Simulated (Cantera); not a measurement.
A perfectly stirred reactor is fed with CH₄ : H₂ = 1 : 30 (molar parts), at 0.435 Torr; it is held at 1925 K, and followed from long to short residence time.

Model: GRI-Mech 3.0 (53 species, 325 reactions), integrated in Cantera. GRI-Mech 3.0 stops at C3 and has no aromatics, soot or wall deposition, so with more carbon than oxygen in the feed, carbon stays in small species such as C2H2 where larger ones or solid carbon would form. Radical loss at walls, strong at low pressure, is not modelled.

x: mole fraction; the columns are a selection and need not sum to one.

| τ (s) | x CH₄ | x H₂ | x H | x C₂H₂ | x C₂H | x C₂H₆ |
|---|---|---|---|---|---|---|
| 2.1 | 0.0132 | 0.972 | 0.00481 | 0.00853 | 6.05e-7 | 4.38e-7 |
| 0.79 | [?] | 0.969 | [?] | [?] | [?] | 8.02e-7 |
| 0.30 | 0.0280 | 0.967 | 0.00240 | 0.00130 | 4.61e-8 | 7.91e-7 |
| 0.12 | 0.0312 | 0.967 | [?] | [?] | [?] | [?] |
| 0.044 | 0.0320 | 0.967 | 0.000419 | 4.27e-6 | 2.65e-11 | 5.03e-8 |
| 0.017 | 0.0321 | 0.968 | 0.000162 | 1.17e-7 | <1e-12 | 7.82e-9 |
| 0.0064 | 0.0322 | 0.968 | 6.06e-5 | 2.51e-9 | <1e-12 | 1.02e-9 |
| 0.0024 | 0.0322 | 0.968 | 2.24e-5 | 4.97e-11 | <1e-12 | 1.11e-10 |

Problem. What belongs in the gaps?

Solution. 
- 0.79, x CH₄: 0.0208
- 0.79, x H: 0.00372
- 0.79, x C₂H₂: 0.00464
- 0.79, x C₂H: 2.55e-7
- 0.12, x H: 0.00113
- 0.12, x C₂H₂: 0.000128
- 0.12, x C₂H: 2.14e-9
- 0.12, x C₂H₆: 2.93e-7
